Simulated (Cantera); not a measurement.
SiCl₄ + N₂O + H₂ (silicon oxide and oxynitride deposition)

A closed system holds: 1 mol SiCl₄, 2.5 mol N₂O, 9.5 mol H₂, held at 2100 K and 100000 Pa.

Equilibrium computed with Cantera from the NASA thermochemical tables; the gas is ideal and each condensed phase is pure. Candidate condensed phases: H₂O, NH₄Cl, Si, SiO₂, Si₂N₂O, Si₃N₄; 47 gas species. The tables hold silica as quartz up to 1696 K and as liquid above; real silica turns to tridymite and cristobalite and melts near 1996 K. Gases not in the tables: Si(OH)₄. Kinetics and transport are ignored.

| Quantity | Value |
|---|---|
| x(H₂) | 0.493 |
| x(HCl) | 0.283 |
| x(N₂) | 0.178 |
| x(H₂O) | 0.0395 |
| x(SiO) | 0.00396 |
| x(H) | 0.00219 |
| x(Cl) | 0.000925 |
| x(OH) | 2.09e-5 |
| x(SiCl₂) | 9.28e-6 |
| n(SiO₂(l)) | 0.944 mol |
| gas amount | 14.08 mol |
| log10 activity of Si(l) (absent) | -4.57 |
